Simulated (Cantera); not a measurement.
Standard-state values (1 bar) from the NASA 1993 polynomials, evaluated with Cantera. Values are per mole of reaction as written; species without (g) are pure solids or liquids, kept so even where they would boil at 1 bar.

5 H₂O(g) + 2 V = V₂O₅ + 10 H(g)

```csv
T (K),ΔH° (kJ),ΔS° (J/K),ΔG° (kJ),log10 K,condensed phases
1600,?,?,?,?,"V(s), V₂O₅(l)"
1675,?,?,?,?,"V(s), V₂O₅(l)"
1750,2074.4,565.8,1084.4,-32.37,"V(s), V₂O₅(l)"
1825,2079.9,568.8,1041.8,-29.82,"V(s), V₂O₅(l)"
1900,2084.9,571.5,999.0,-27.47,"V(s), V₂O₅(l)"
1975,2089.6,573.9,956.1,-25.29,"V(s), V₂O₅(l)"
2050,?,?,?,?,"V(s), V₂O₅(l)"
2125,2097.9,578.0,869.7,-21.38,"V(s), V₂O₅(l)"
2200,2055.7,558.7,826.5,-19.62,"V(l), V₂O₅(l)"
2275,2058.7,560.1,784.5,-18.01,"V(l), V₂O₅(l)"
```

**Question.** Some entries are withheld; supply them.

**Answer.** 
- 1600, ΔH° (kJ): 2062.4
- 1600, ΔS° (J/K): 558.6
- 1600, ΔG° (kJ): 1168.7
- 1600, log10 K: -38.15
- 1675, ΔH° (kJ): 2068.6
- 1675, ΔS° (J/K): 562.4
- 1675, ΔG° (kJ): 1126.7
- 1675, log10 K: -35.13
- 2050, ΔH° (kJ): 2094.0
- 2050, ΔS° (J/K): 576.1
- 2050, ΔG° (kJ): 913.0
- 2050, log10 K: -23.26
